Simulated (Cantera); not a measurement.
Source: NASA polynomial tables (part measured, part estimated), evaluated in Cantera. Values are per mole of reaction as written; species without (g) are pure solids or liquids, kept so even where they would boil at 1 bar.

N(g) + BCl₃(g) + 3 H(g) → 3 HCl(g) + BN

```csv
T (K),ΔH° (kJ),ΔS° (J/K),ΔG° (kJ),log10 K
300,-1251.6,-212.4,-1187.9,206.83
2423,[?],[?],[?],[?]
2448,-1292.8,-265.8,-642.2,13.70
2473,[?],[?],[?],[?]
2498,-1293.1,-265.9,-628.9,13.15
2523,[?],[?],[?],[?]
```

Some entries are withheld; supply them.


- 2423, ΔH° (kJ): -1292.6
- 2423, ΔS° (J/K): -265.7
- 2423, ΔG° (kJ): -648.8
- 2423, log10 K: 13.99
- 2473, ΔH° (kJ): -1293.0
- 2473, ΔS° (J/K): -265.8
- 2473, ΔG° (kJ): -635.5
- 2473, log10 K: 13.42
- 2523, ΔH° (kJ): -1293.3
- 2523, ΔS° (J/K): -266.0
- 2523, ΔG° (kJ): -622.2
- 2523, log10 K: 12.88
